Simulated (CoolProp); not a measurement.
Propyne along the isobar 62.6 bar: fugacity coefficient from the reference equation and from simpler models built on Tc = 402.7 K, pc = 56.58 bar, ω = 0.204; each cubic takes its own stable root.

The numbers come from the reference Helmholtz-energy equation of state, Polt 1992 in CoolProp. This equation is an older, rougher fit; its heat capacities, sound speeds and derivatives of the liquid may be far off and weren't checked against measurements.

| T (K) | phase | reference |
|---|---|---|
| 351.7 | liquid | 0.3065 |
| 360.4 | liquid | 0.3533 |
| 369.1 | liquid | 0.4029 |
| 377.9 | liquid | 0.4554 |
| 386.6 | liquid | 0.5089 |
| 395.4 | liquid | 0.5634 |
| 404.1 | supercritical | 0.6158 |
| 412.8 | supercritical | 0.6575 |
| 421.6 | supercritical | 0.6853 |
| 430.3 | supercritical | 0.7078 |
| 439 | supercritical | 0.7273 |
| 447.8 | supercritical | 0.7449 |
| 456.5 | supercritical | 0.7605 |
| 465.3 | supercritical | 0.7747 |
| 474 | supercritical | 0.7876 |

Question: How far does each simpler model (van der Waals, Redlich-Kwong, Soave-Redlich-Kwong, Peng-Robinson) lie from the reference over these 15 states: mean and median of the absolute difference, and the worst?

Answer: 
- van der Waals: mean 11.5 %, median 3.7 %, worst +45.4 % at 351.7 K and 62.6 bar
- Redlich-Kwong: mean 3.9 %, median 0.7 %, worst +14.8 % at 351.7 K and 62.6 bar
- Soave-Redlich-Kwong: mean 2.1 %, median 1.5 %, worst +4.3 % at 351.7 K and 62.6 bar
- Peng-Robinson: mean 1.7 %, median 1.9 %, worst -2.8 % at 421.6 K and 62.6 bar
